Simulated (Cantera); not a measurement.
An isothermal, constant-pressure homogeneous reactor starts with H₂ : O₂ : H₂O = 0.054 : 1 : 0.04 (molar parts), at 1425 K and 2670 Pa.

Cantera simulation using GRI-Mech 3.0 (53 species, 325 reactions); the numbers are that mechanism's predictions, not measurements. Radical loss at walls, strong at low pressure, is not modelled. The temperature is held fixed by assumption; the heat of reaction is taken as removed at once.

x: mole fraction; the columns are a selection and need not sum to one.

| t (s) | x H₂ | x O₂ | x H | x OH | x H₂O |
|---|---|---|---|---|---|
| 0.000400 | 0.0462 | 0.912 | 0.000630 | 0.00133 | 0.0388 |
| 0.000868 | 0.00157 | 0.874 | 0.00655 | 0.00809 | 0.0771 |
| 0.00188 | 0.00132 | 0.876 | 0.00581 | 0.00765 | 0.0781 |
| 0.00408 | 0.00115 | 0.881 | 0.00468 | 0.00717 | 0.0793 |
| 0.00885 | 0.000870 | 0.889 | 0.00302 | 0.00626 | 0.0813 |
| 0.0192 | 0.000511 | 0.898 | 0.00133 | 0.00482 | 0.0838 |
| 0.0417 | 0.000215 | 0.906 | 0.000355 | 0.00314 | 0.0858 |
| 0.0904 | 6.79e-5 | 0.910 | 6.24e-5 | 0.00177 | 0.0870 |
| 0.196 | 1.90e-5 | 0.911 | 9.20e-6 | 0.000938 | 0.0876 |
| 0.425 | [?] | 0.912 | [?] | [?] | 0.0878 |
| 0.922 | 1.75e-6 | 0.912 | 2.59e-7 | 0.000286 | 0.0879 |
| 2.00 | [?] | 0.912 | [?] | [?] | 0.0880 |

### Question
Fill in the missing entries.

### Answer

- 0.425, x H₂: 5.46e-6
- 0.425, x H: 1.42e-6
- 0.425, x OH: 0.000504
- 2.00, x H₂: 6.85e-7
- 2.00, x H: 6.35e-8
- 2.00, x OH: 0.000179
